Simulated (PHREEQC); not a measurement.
Solution (20 °C): 0.0053 mol CuSO4, 0.00012 mol HNO3 and 0.01 mol NaCl per kg of water. Closed to the air; pH follows from the charge balance.

Equilibrium calculation in PHREEQC: ion-association model, phreeqc.dat.

Task: The ionic strength comes out as 0.0268 mol/kgw. What activity coefficients do CuCl+, Na+, NO3-, HSO4-, SO4-2 get?

Result: CuCl+ 0.86, Na+ 0.86, NO3- 0.85, HSO4- 0.86, SO4-2 0.55.

Precipitation was switched off in this run.
